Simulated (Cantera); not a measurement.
# Roasting and sulfation: FeS + O₂

Input: 1 mol FeS, a varied amount of O₂, held at 1150 K and 76.0 mbar.

Equilibrium computed with Cantera from the NASA thermochemical tables; the gas is ideal and each condensed phase is pure. Candidate condensed phases: Fe, FeO, FeS, FeSO₄, FeS₂, Fe₂O₃, Fe₂(SO₄)₃, Fe₃O₄, S; 12 gas species. Mutual solubility and eutectic melting of coexisting phases are not modelled. FeS: taken at fixed stoichiometry. Gases not in the tables: S₃ to S₇. Equilibrium is a limit: real reactors are often held back by kinetics, nucleation or transport.

```tsv
n(O₂) (mol)	log p SO₂	log p O₂	log p S₂	log p SO₃	log p S₂O	log p SO	n FeS(s)	n Fe₃O₄(s)	n Fe₂O₃(s)
0.73	-1.15	-12.63	-2.26	-7.88	-3.53	-4.50	0.522	0.159	0
0.85	-1.15	-12.63	-2.26	-7.88	-3.53	-4.50	0.444	0.185	0
0.99	-1.15	-12.63	-2.26	-7.88	-3.53	-4.50	0.352	0.216	0
1.2	-1.15	-12.63	-2.26	-7.88	-3.53	-4.50	0.214	0.262	0
1.3	-1.15	-12.63	-2.26	-7.88	-3.53	-4.50	0.149	0.284	0
1.6	-1.13	-12.44	-2.60	-7.76	-3.78	-4.57	0	0.333	0
1.8	-1.15	-2.54	<-13	-2.82	<-13	-9.53	0	0	0.500
2.1	-1.26	-1.73	<-13	-2.54	<-13	-10.06	0	0	0.500
2.5	-1.38	-1.50	<-13	-2.54	<-13	-10.29	0	0	0.500
2.9	-1.48	-1.40	<-13	-2.58	<-13	-10.43	0	0	0.500
3.4	-1.57	-1.33	<-13	-2.64	<-13	-10.56	0	0	0.500
3.9	-1.65	-1.29	<-13	-2.70	<-13	-10.66	0	0	0.500
4.6	-1.74	-1.25	<-13	-2.77	<-13	-10.77	0	0	0.500
```
log p: log10 of the partial pressure in bar; n: condensed amount in mol.

From 0.73 mol O₂ to 1.3 mol O₂ the condensed part is FeS(s) + Fe₃O₄(s). At 1.6 mol O₂ the condensed part is Fe₃O₄(s). From 1.8 mol O₂ to 4.6 mol O₂ the condensed part is Fe₂O₃(s).
